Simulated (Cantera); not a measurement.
A Cantera script and what it prints.

```python
import numpy as np
import cantera as ct

gas_names = """
    C3H8 H2S C2H6
""".split()
cond_names = """
    Ni(cr) Ni(L) NiS(b) NiS(a) NiS(L)
""".split()


# ... load() reads the species with a 1 bar reference pressure and builds the phases ...
species = {s.name: s for s in load("nasa_gas.yaml", gas_names) + load("nasa_condensed.yaml", cond_names)}
# Each term lists the table entries of one substance; the one whose range holds T is used.
reactions = {
    '2 C3H8(g) + Ni + H2S(g) = 3 C2H6(g) + NiS':
        [(-2, ['C3H8']), (-1, ['Ni(cr)', 'Ni(L)']), (-1, ['H2S']), (3, ['C2H6']), (1, ['NiS(b)', 'NiS(a)', 'NiS(L)'])],
}


def pick(names, T):
    return next(species[n] for n in names if species[n].thermo.min_temp <= T <= species[n].thermo.max_temp)


results = []
for label, terms in reactions.items():
    print(label)
    print("     T/K   dH/kJ  dS/(J/K)   dG/kJ   log10 K")
    for T in [300, 1348, 1448, 1548, 1648, 1748, 1848, 1948, 2048, 2148, 2248, 2348]:
        used = [(nu, pick(names, T)) for nu, names in terms]
        dH = sum(nu * s.thermo.h(T) for nu, s in used) / 1e6
        dS = sum(nu * s.thermo.s(T) for nu, s in used) / 1e3
        dG = dH - T * dS / 1e3
        logK = -dG * 1e6 / (ct.gas_constant * T * np.log(10))
        results.append((label, T, dH, dS, dG, logK, [s.name for _, s in used]))
        print(f"{T:8g} {dH:8.1f} {dS:8.1f} {dG:8.1f} {logK:8.2f}")
```

It prints:

```
2 C3H8(g) + Ni + H2S(g) = 3 C2H6(g) + NiS
     T/K   dH/kJ  dS/(J/K)   dG/kJ   log10 K
     300   -109.6    -35.6    -98.9    17.21
    1348    -72.5     -4.4    -66.6     2.58
    1448    -70.9     -3.3    -66.2     2.39
    1548    -69.4     -2.3    -65.9     2.22
    1648    -68.0     -1.4    -65.7     2.08
    1748    -83.9    -10.5    -65.4     1.96
    1848    -82.6     -9.8    -64.4     1.82
    1948    -81.3     -9.1    -63.5     1.70
    2048    -79.9     -8.5    -62.6     1.60
    2148    -78.6     -7.8    -61.8     1.50
    2248    -77.2     -7.2    -61.0     1.42
    2348    -75.9     -6.6    -60.3     1.34
```

Standard-state values (1 bar) from the NASA 1993 polynomials, evaluated with Cantera. Condensed species are held in their standard states even where they would react or evaporate.
